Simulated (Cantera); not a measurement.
A closed system holds: 1 mol B2H6, 7 mol H2, at 975 K and 110 Pa.

These are equilibrium values from Cantera (NASA tables, ideal gas, pure condensed phases), not measurements of a reactor. Candidate condensed phases: B; 7 gas species. The feed counts by its element totals alone. Equilibrium is a limit: real reactors are often held back by kinetics, nucleation or transport.

Base state: H2 1.00 (mole fractions); condensed: B(s).

Task: What changes in the equilibrium state with this change: temperature from 975 K to 2023 K?

Result: 
```tsv
species	before	after
H2	1.00	0.944
H	3.45e-8	0.0556
BH2	2.18e-9	0.000503
B	<1e-9	0.000177
BH	<1e-9	1.20e-5
B(s), mol	2.00	1.99
```
The tables' values for BH2 are old estimates; treat these amounts as uncertain.
